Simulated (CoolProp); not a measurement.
Benzene along the isobar 4300 kPa: Z from the reference equation and from simpler models built on Tc = 288.9 °C, pc = 4906 kPa, ω = 0.211; each cubic takes its own stable root.

Model: reference Helmholtz-energy equation of state, Thol 2012, in CoolProp.

```
T (°C)   phase  reference  Redlich-Kwong  Soave-Redlich-Kwong
------  ------  ---------  -------------  -------------------
258.75  liquid     0.1377         0.1714               0.1651
268.55  liquid     0.1442         0.1847               0.1777
288.15     gas     0.5554         0.5751               0.5746
297.85     gas     0.6092         0.6175               0.6225
307.65     gas     0.6493         0.6508               0.6594
317.45     gas     0.6815         0.6783               0.6895
327.25     gas     0.7083         0.7017               0.7150
337.05     gas     0.7313         0.7221               0.7372
346.85     gas     0.7514         0.7402               0.7567
```
